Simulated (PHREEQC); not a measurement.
A solution holds 0.008 mol/kgw KH2PO4, 0.00037 mol/kgw Na2B4O7 and 0.00041 mol/kgw NaCl, at 25 °C. Closed to the air; pH follows from the charge balance.

Computed with PHREEQC (ion-association model, phreeqc.dat).

```csv
quantity,before,after
pH,6.08,3.90
ionic strength (mol/kgw),0.00987,0.00892
H2PO4- (mol/kgw),0.00726,0.00786
HPO4-2 (mol/kgw),0.000732,5.21e-6
KHPO4- (mol/kgw),7.60e-6,5.51e-8
NaHPO4- (mol/kgw),1.10e-6,5.38e-9
SI of Sylvite (KCl),-6.48,-6.47
SI of Halite (NaCl),-7.99,-8.15
```

### Question
What was changed between the two runs?
A) temperature from 25 to 20 °C
B) Na2B4O7 replaced by NaHF2 at the same molality
C) Na2B4O7 from 0.00037 to 7.4e-05 mol/kgw
D) temperature from 25 to 15 °C
E) temperature from 25 to 70 °C

### Answer
B, Na2B4O7 replaced by NaHF2 at the same molality

Precipitation was switched off in this run.
